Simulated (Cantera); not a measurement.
**Stirred combustor or abatement burner**

A perfectly stirred reactor is fed with 13.6 % CH4, 18.1 % O2, 68.3 % N2, equivalence ratio 1.5, at 36000 Pa; it is adiabatic with a 450 K inlet, and is followed from long to short residence time, starting on the burning branch (τ in s: 0.11, 0.055, 0.028, 0.015, 0.0077, 0.004, 0.0021, 0.0011, 0.00056, 0.00029, 0.00015, 7.8e-05, 4e-05).

Detailed kinetics in Cantera: GRI-Mech 3.0 (53 species, 325 reactions).

```csv
τ (s),T (K),x CH4,x O2,x N2O,x HCO,x H,x H2O,x CO
0.11,1988,0.000135,0.000136,1.81e-8,1.68e-7,0.00251,0.167,0.0854
0.055,1984,0.000191,0.000230,2.73e-8,3.03e-7,0.00291,0.167,0.0853
0.028,1980,0.000282,0.000394,3.99e-8,5.45e-7,0.00326,0.167,0.0851
0.015,1975,0.000421,0.000662,5.32e-8,9.42e-7,0.00354,0.167,0.0848
0.0077,1968,0.000661,0.00117,6.22e-8,1.69e-6,0.00379,0.167,0.0846
0.0040,1956,0.00104,0.00208,5.78e-8,3.00e-6,0.00399,0.168,0.0843
0.0021,1937,0.00166,0.00375,4.19e-8,5.27e-6,0.00412,0.168,0.0843
0.0011,1898,0.00291,0.00728,2.25e-8,9.35e-6,0.00400,0.166,0.0846
0.00056,450,0.136,0.181,<1e-12,<1e-12,<1e-12,<1e-12,<1e-12
0.00029,450,0.136,0.181,<1e-12,<1e-12,<1e-12,<1e-12,<1e-12
0.00015,450,0.136,0.181,<1e-12,<1e-12,<1e-12,<1e-12,<1e-12
7.8e-5,450,0.136,0.181,<1e-12,<1e-12,<1e-12,<1e-12,<1e-12
4.0e-5,450,0.136,0.181,<1e-12,<1e-12,<1e-12,<1e-12,<1e-12
```
x: mole fraction; the columns are a selection and need not sum to one.
